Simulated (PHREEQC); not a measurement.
Consider water at 75 °C with 0.011 mol/kgw NaH2PO4, 0.0019 mol/kgw HCl and 0.0012 mol/kgw H3AsO4. Closed to the air; pH follows from the charge balance.

Model: ion-association model, wateq4f.dat, run in PHREEQC.

Precipitation was switched off in this run.

Question: Predict the pH.

Answer: pH 3.04.

Question: In which forms is P present?

Answer: H2PO4- 83 %, H3PO4 17 % of the P.

Species that the database lacks are ignored. H3PO4, which wateq4f.dat lacks, is added to it with the constant of phreeqc.dat. At this temperature some constants are extrapolated from 25 °C, and those without enthalpy data are left unchanged.
